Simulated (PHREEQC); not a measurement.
## Geothermal or formation water (model solution)

A made-up water analysis in mg/kgw, 40 °C, pH 6.59, pe 12:

```
constituent         mg/kgw
------------------  ------
Na                    1730
K                      473
Ca                    39.6
Mg                    66.1
Cl                    2580
S(6) as SO4            844
Alkalinity as HCO3     203
Cu(2)                 2.78
```

Valence states are taken as typed.

Equilibrium calculation in PHREEQC: ion-association model, wateq4f.dat.

Each row changes one thing in this solution. No solid was allowed to form.

```json
[
 {"case": "as made", "ionic strength (mol/kgw)": "0.101", "SO4-2 (mol/kgw)": "0.00673", "HCO3- (mol/kgw)": "0.00315", "Mg+2 (mol/kgw)": "0.00203", "CO2 (mol/kgw)": "0.00123", "NaSO4- (mol/kgw)": "0.000986", "SI of Cu(OH)2 (Cu(OH)2)": "-0.22"},
 {"case": "all concentrations times 3 at the same typed pH", "ionic strength (mol/kgw)": "0.295", "SO4-2 (mol/kgw)": "0.0171", "HCO3- (mol/kgw)": "0.00896", "Mg+2 (mol/kgw)": "0.00564", "CO2 (mol/kgw)": "(withheld)", "NaSO4- (mol/kgw)": "(withheld)", "SI of Cu(OH)2 (Cu(OH)2)": "-0.07"},
 {"case": "Cu(2) from 2.78 to 1.39 mg/kgw", "ionic strength (mol/kgw)": "0.101", "SO4-2 (mol/kgw)": "0.00673", "HCO3- (mol/kgw)": "0.00317", "Mg+2 (mol/kgw)": "0.00203", "CO2 (mol/kgw)": "0.00124", "NaSO4- (mol/kgw)": "0.000986", "SI of Cu(OH)2 (Cu(OH)2)": "-0.52"},
 {"case": "pH from 6.59 to 6.29 at the same alkalinity", "ionic strength (mol/kgw)": "0.101", "SO4-2 (mol/kgw)": "0.00673", "HCO3- (mol/kgw)": "0.00316", "Mg+2 (mol/kgw)": "0.00203", "CO2 (mol/kgw)": "0.00247", "NaSO4- (mol/kgw)": "0.000985", "SI of Cu(OH)2 (Cu(OH)2)": "-0.72"}
]
```

Q: Some entries are withheld; supply them.

A: 
- all concentrations times 3 at the same typed pH, CO2 (mol/kgw): 0.00309
- all concentrations times 3 at the same typed pH, NaSO4- (mol/kgw): 0.00507

Some of these states are supersaturated (in Malachite, Atacamite, for instance). At this temperature some constants are extrapolated from 25 °C, and those without enthalpy data are left unchanged.
